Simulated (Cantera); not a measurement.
# Thermodynamics of silicon carbide growth, feed SiH₄ + C₃H₈ + H₂

Charge: 1 mol SiH₄, 0.0057 mol C₃H₈, 9.1 mol H₂, equilibrated at 0.133 bar.

Equilibrium computed with Cantera from the NASA thermochemical tables; the gas is ideal and each condensed phase is pure. Candidate condensed phases: C, C₆H₆, C₇H₈, C₈H₁₈, Si, SiC; 87 gas species. Mutual solubility and eutectic melting of coexisting phases are not modelled. Gases not in the tables: Si₂H₆ and higher silanes. Rates play no part.

| T (K) | x H₂ | x H | x SiH₂ | x Si | x SiH | x CH₄ | x Si₂C | x Si₂ | n Si(s) | n SiC(s) | n Si(l) |
|---|---|---|---|---|---|---|---|---|---|---|---|
| 1473 | 1.000 | 3.46e-5 | 1.05e-6 | 4.11e-8 | 5.39e-8 | 2.56e-6 | 5.04e-11 | 4.31e-11 | 0.983 | 0.0171 | 0 |
| 1523 | 1.000 | 6.33e-5 | 2.01e-6 | 1.35e-7 | 1.44e-7 | 2.44e-6 | 2.46e-10 | 2.03e-10 | 0.983 | 0.0171 | 0 |
| 1573 | 1.000 | 0.000111 | 3.67e-6 | 4.12e-7 | 3.63e-7 | 2.34e-6 | 1.08e-9 | 8.66e-10 | 0.983 | 0.0171 | 0 |
| 1623 | 1.000 | 0.000189 | 6.47e-6 | 1.17e-6 | 8.60e-7 | 2.25e-6 | 4.35e-9 | 3.37e-9 | 0.983 | 0.0171 | 0 |
| 1673 | 1.000 | 0.000312 | 1.10e-5 | 3.13e-6 | 1.93e-6 | 2.16e-6 | 1.60e-8 | 1.21e-8 | 0.983 | 0.0171 | 0 |
| 1723 | 0.999 | 0.000499 | 1.70e-5 | 7.38e-6 | 3.87e-6 | 2.23e-6 | 5.10e-8 | 3.49e-8 | 0 | 0.0171 | 0.983 |
| 1773 | 0.999 | 0.000779 | 2.47e-5 | 1.60e-5 | 7.20e-6 | 2.38e-6 | 1.47e-7 | 8.89e-8 | 0 | 0.0171 | 0.982 |
| 1823 | 0.999 | 0.00119 | 3.51e-5 | 3.32e-5 | 1.29e-5 | 2.54e-6 | 3.97e-7 | 2.15e-7 | 0 | 0.0171 | 0.982 |
x: gas mole fraction; n: condensed amount in mol.

From 1473 K to 1673 K the condensed part is Si(s) + SiC(s). From 1723 K to 1823 K the condensed part is Si(l) + SiC(s). The main Si-bearing gas is SiH₂ throughout.
